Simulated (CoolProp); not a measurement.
Properties of methanol at several states (Tc = 513.4 K, pc = 8216 kPa, ω = 0.565).

The numbers come from the reference Helmholtz-energy equation of state, de Reuck 1993 in CoolProp.

```
T (K)  p (kPa)   phase  cv (kJ/(kg K))  Joule-Thomson coefficient (K/MPa)  expansivity (1/kK)  viscosity (µPa s)  conductivity (mW/(m K))
-----  -------  ------  --------------  ---------------------------------  ------------------  -----------------  -----------------------
382.7     13.6     gas           1.316                              51.24               2.642               12.4                     23.4
180.8      942  liquid           1.770                            -0.4036               1.095              10100                      220
587.5     55.4     gas           1.812                              4.992               1.709               19.4                     50.8
446.1     90.1     gas           1.491                              23.29               2.314               14.6                     31.1
318       1500  liquid           2.223                                [?]               1.234                418                      [?]
600.8      399     gas             [?]                                [?]               1.705               19.8                     53.3
```

### Question
Fill in the missing entries.

### Answer

- 318, Joule-Thomson coefficient (K/MPa): -0.2963
- 318, conductivity (mW/(m K)): 197
- 600.8, cv (kJ/(kg K)): 1.868
- 600.8, Joule-Thomson coefficient (K/MPa): 4.375

Viscosity comes from a separate model (Xiang 2006). Thermal conductivity comes from a separate model (Sykioti 2013).
